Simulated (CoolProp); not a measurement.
Methanol at several states: fugacity coefficient from the reference equation and from simpler models built on Tc = 513.4 K, pc = 8.216 MPa, ω = 0.565; each cubic takes its own stable root.

The numbers come from the reference Helmholtz-energy equation of state, de Reuck 1993 in CoolProp.

```json
[
 {"T (K)": "619.1", "p (MPa)": "1.28", "phase": "gas", "reference": "0.9744", "van der Waals": "0.9711", "Redlich-Kwong": "0.9698", "Soave-Redlich-Kwong": "…", "Peng-Robinson": "0.9720"},
 {"T (K)": "414.4", "p (MPa)": "10.9", "phase": "liquid", "reference": "…", "van der Waals": "…", "Redlich-Kwong": "0.1979", "Soave-Redlich-Kwong": "0.1145", "Peng-Robinson": "0.1108"},
 {"T (K)": "578.5", "p (MPa)": "0.0295", "phase": "gas", "reference": "0.9993", "van der Waals": "0.9992", "Redlich-Kwong": "0.9991", "Soave-Redlich-Kwong": "0.9993", "Peng-Robinson": "0.9991"}
]
```

### Question
Complete the blanks.

### Answer

- 619.1, Soave-Redlich-Kwong: 0.9767
- 414.4, reference: 0.1029
- 414.4, van der Waals: 0.2998
